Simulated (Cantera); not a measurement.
Input: 1 mol MgO, 0.98 mol CH₄, 1.1 mol CO, 0.4 mol C, equilibrated at 130000 Pa.

Equilibrium computed with Cantera from the NASA thermochemical tables; the gas is ideal and each condensed phase is pure. Candidate condensed phases: C, C₆H₆, C₇H₈, C₈H₁₈, H₂O, Mg, MgCO₃, MgO, Mg(OH)₂; 116 gas species. Kinetics and transport are ignored.

Q: Which condensed phases are stable at each of these points (T (K)): 1625, 1700, 1775, 1850, 1925, 2000, 2075, 2150?

A: 
| T (K) | condensed phases | Mg condensed (%) |
|---|---|---|
| 1625 | C(graphite) + MgO(s) | 100.0 |
| 1700 | C(graphite) + MgO(s) | 99.9 |
| 1775 | C(graphite) + MgO(s) | 99.4 |
| 1850 | C(graphite) + MgO(s) | 96.6 |
| 1925 | C(graphite) + MgO(s) | 83.0 |
| 2000 | C(graphite) + MgO(s) | 7.8 |
| 2075 | C(graphite) | 0.0 |
| 2150 | C(graphite) | 0.0 |

From 1625 K to 2000 K the condensed part is C(graphite) + MgO(s). From 2075 K to 2150 K the condensed part is C(graphite).
